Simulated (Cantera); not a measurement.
Input (Python, Cantera) and output of one run.

```python
import numpy as np
import cantera as ct

gas_names = """
    F F2 H HF H2 H2F2 H3F3 H4F4 H5F5 H6F6 H7F7 N NF NF2 NF3 NH NH2 NH3 N2 N2H2 N2H4
""".split()
cond_names = """

""".split()


# ... load() reads the species with a 1 bar reference pressure and builds the phases ...
atoms = {
    'NF3': {'N': 1, 'F': 3},
    'H2': {'H': 2},
    'N2': {'N': 2},
}
top_T = {}  # K; cautious upper limits of use, not melting points


# ... equilibrate(T, P, feed) seeds the gas with the atoms and calls Mixture.equilibrate('TP', solver="vcs", rtol=1e-11, max_steps=5000) ...
results = []
feed = {'NF3': 1, 'H2': 0.13, 'N2': 0.19}  # mol
T = 1375  # K
P = 133.322  # Pa
mix = equilibrate(T, P, feed)
results.append((T, P, feed, dict(zip(mix.species_names, mix.species_moles))))
x = sorted(zip(gas.X, gas.species_names), reverse=True)
print(f"T = {T:g} K  P = {P:g} Pa  gas = {mix.phase_moles(0):.4g} mol")
print("   x: " + "  ".join(f"{s} {v:.3e}" for v, s in x if v > 0.0001))
print("   condensed (mol): " + ("  ".join(f"{mix.phase(i).name} {mix.phase_moles(i):.4g}"
      for i in range(1, mix.n_phases) if mix.phase_moles(i) > 1e-12) or "none"))
```

Output:

```
T = 1375 K  P = 133.322 Pa  gas = 3.689 mol
   x: F 7.421e-01  N2 1.871e-01  HF 7.048e-02  F2 3.332e-04
   condensed (mol): none
```

These are equilibrium values from Cantera (NASA tables, ideal gas, pure condensed phases), not measurements of a reactor.
